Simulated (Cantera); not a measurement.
A closed system holds: 1 mol SiC, 0.12 mol CO2, 11 mol H2, held at 2048 K and 3.75 Torr.

Cantera equilibrium calculation (NASA polynomials, part measured and part estimated; ideal gas, pure solids and liquids). Candidate condensed phases: C, C6H6, C7H8, C8H18, H2O, Si, SiC, SiO2; 123 gas species. Gases not in the tables: Si2H6 and higher silanes. Kinetics and transport are ignored.

Base state: H2 0.944, H 0.0308, CO 0.0178, Si 0.00403, SiO 0.00310, SiH 0.000168, Si2C 0.000135, C2H2 (acetylene) 5.91e-5 (mole fractions); condensed: SiC(s).

### Question
What changes in the equilibrium state with this change: temperature from 2048 K to 1023 K?

### Answer
```tsv
species	before	after
H2	0.944	1.000
CH4	4.08e-7	0.000375
CO	0.0178	5.68e-5
H	0.0308	5.85e-8
SiO	0.00310	5.80e-9
Si	0.00403	<1e-9
SiH	0.000168	<1e-9
SiC(s), mol	0.912	0.880
C(graphite), mol	0	0.235
SiO2(β-quartz), mol	0	0.120
```
Mutual solubility and eutectic melting of coexisting phases are not modelled.
